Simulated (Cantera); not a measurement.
## Silicates and aluminates: SiO₂ + Al₂O₃ + H₂O

Charge: 1 mol SiO₂, 0.43 mol Al₂O₃, 0.11 mol H₂O, at 34.0 mbar.

Equilibrium computed with Cantera from the NASA thermochemical tables; the gas is ideal and each condensed phase is pure. Candidate condensed phases: Al, Al₂O₃, Al₂SiO₅, Al₆Si₂O₁₃, H₂O, Si, SiO₂; 28 gas species. Mutual solubility and eutectic melting of coexisting phases are not modelled. The tables hold silica as quartz up to 1696 K and as liquid above; real silica turns to tridymite and cristobalite and melts near 1996 K. Condensed phases not in the tables: alloys, solid solutions and most ternary compounds. Gases not in the tables: Si(OH)₄. Rates play no part.

```tsv
T (K)	x H₂O	x H₂	x O₂	x OH	x H	x O	n Al₆Si₂O₁₃(mullite)	n SiO₂(β-quartz)	n SiO₂(condensed)
1425	1.000	0.000302	0.000140	4.65e-5	6.43e-7	8.89e-8	0.143	0.713	0
1450	0.999	0.000386	0.000177	6.26e-5	1.01e-6	1.45e-7	0.143	0.713	0
1475	0.999	0.000488	0.000223	8.34e-5	1.55e-6	2.33e-7	0.143	0.713	0
1500	0.999	0.000613	0.000279	0.000110	2.36e-6	3.68e-7	0.143	0.713	0
1525	0.999	0.000764	0.000347	0.000144	3.55e-6	5.72e-7	0.143	0.713	0
1550	0.998	0.000946	0.000428	0.000186	5.25e-6	8.78e-7	0.143	0.713	0
1575	0.998	0.00116	0.000523	0.000240	7.69e-6	1.33e-6	0.143	0.713	0
1600	0.998	0.00142	0.000637	0.000305	1.11e-5	1.98e-6	0.143	0.713	0
1625	0.997	0.00173	0.000770	0.000387	1.59e-5	2.93e-6	0.143	0.713	0
1650	0.996	0.00209	0.000925	0.000486	2.25e-5	4.27e-6	0.143	0.713	0
1675	0.996	0.00250	0.00111	0.000606	3.15e-5	6.16e-6	0.143	0.713	0
1700	0.995	0.00299	0.00131	0.000751	4.37e-5	8.79e-6	0.143	0	0.713
1725	0.994	0.00355	0.00155	0.000925	6.00e-5	1.24e-5	0.143	0	0.713
1750	0.993	0.00420	0.00183	0.00113	8.17e-5	1.73e-5	0.143	0	0.713
```
x: gas mole fraction; n: condensed amount in mol.

From 1425 K to 1675 K the condensed part is Al₆Si₂O₁₃(mullite) + SiO₂(β-quartz). From 1700 K to 1750 K the condensed part is Al₆Si₂O₁₃(mullite) + SiO₂(condensed).
